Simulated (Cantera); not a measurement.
## H₂O + SO₂ + O₂ (abatement and gas-phase synthesis)

Feed: 1 mol H₂O, 0.14 mol SO₂, 3.8 mol O₂, held at 0.100 bar.

Method: chemical equilibrium by Gibbs-energy minimisation in Cantera with the NASA 1993 tables (ideal gas, pure condensed phases). Candidate condensed phases: H₂O, H₂SO₄, S; 19 gas species. Equilibrium is a limit: real reactors are often held back by kinetics, nucleation or transport.

```
T (K)  log p O₂  log p H₂O  log p O  log p OH  log p H  log p SO₂  log p H₂
-----  --------  ---------  -------  --------  -------  ---------  --------
1023      -1.11      -1.69   -10.06     -7.20     <-13      -2.69    -10.90
1223      -1.11      -1.69    -7.95     -5.85   -10.94      -2.57     -8.83
1423      -1.11      -1.69    -6.43     -4.87    -8.84      -2.55     -7.33
1623      -1.11      -1.69    -5.28     -4.13    -7.26      -2.55     -6.20
1823      -1.11      -1.70    -4.38     -3.56    -6.02      -2.55     -5.32
2023      -1.12      -1.70    -3.66     -3.10    -5.03      -2.55     -4.61
2223      -1.12      -1.72    -3.07     -2.73    -4.21      -2.55     -4.04
2423      -1.14      -1.76    -2.58     -2.44    -3.54      -2.56     -3.58
2623      -1.17      -1.83    -2.17     -2.22    -2.99      -2.59     -3.22
2823      -1.23      -1.96    -1.84     -2.07    -2.54      -2.65     -2.97
```
log p: log10 of the partial pressure in bar; nothing condenses.

From 1023 K to 2823 K nothing is condensed.
